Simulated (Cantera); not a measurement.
**Thermodynamics of thermal oxidation and active oxidation of silicon, feed Si + N₂O + N₂**

Feed: 1 mol Si, 0.13 mol N₂O, 6.3 mol N₂, at 2.10 mbar.

Cantera equilibrium calculation (NASA polynomials, part measured and part estimated; ideal gas, pure solids and liquids). Candidate condensed phases: Si, SiO₂, Si₂N₂O, Si₃N₄; 16 gas species. Mutual solubility and eutectic melting of coexisting phases are not modelled. The tables' values for SiN are old estimates; treat these amounts as uncertain. Rates play no part.

| T (K) | x N₂ | x SiO | x Si | x Si₂N | x SiN | x Si₂ | x Si₃ | x N | n Si₂N₂O(s) | n Si₃N₄(s) | n Si(l) |
|---|---|---|---|---|---|---|---|---|---|---|---|
| 1150 | 1.00 | 8.10e-11 | <1e-12 | <1e-12 | <1e-12 | <1e-12 | <1e-12 | <1e-12 | 0.130 | 0.247 | 0 |
| 1250 | 1.00 | 1.06e-8 | 6.07e-12 | <1e-12 | 1.28e-12 | <1e-12 | <1e-12 | <1e-12 | 0.130 | 0.247 | 0 |
| 1350 | 1.000 | 6.70e-7 | 8.47e-10 | 1.11e-12 | 1.02e-10 | <1e-12 | <1e-12 | <1e-12 | 0.130 | 0.247 | 0 |
| 1450 | 1.000 | 2.36e-5 | 5.93e-8 | 2.49e-10 | 4.36e-9 | 2.12e-12 | <1e-12 | <1e-12 | 0.130 | 0.247 | 0 |
| 1550 | 0.999 | 0.000518 | 2.38e-6 | 2.74e-8 | 1.14e-7 | 6.48e-10 | 1.95e-11 | 4.57e-12 | 0.127 | 0.248 | 0 |
| 1650 | 0.992 | 0.00778 | 6.10e-5 | 1.69e-6 | 2.00e-6 | 9.85e-8 | 1.12e-8 | 4.33e-11 | 0.0844 | 0.262 | 0 |
| 1750 | 0.979 | 0.0198 | 0.000715 | 2.84e-5 | 1.67e-5 | 3.70e-6 | 9.05e-7 | 3.16e-10 | 0 | 0 | 0.865 |
| 1850 | 0.977 | 0.0198 | 0.00307 | 8.13e-5 | 5.34e-5 | 2.15e-5 | 4.98e-6 | 1.88e-9 | 0 | 0 | 0.848 |
x: gas mole fraction; n: condensed amount in mol.

From 1150 K to 1650 K the condensed part is Si₂N₂O(s) + Si₃N₄(s). From 1750 K to 1850 K the condensed part is Si(l).
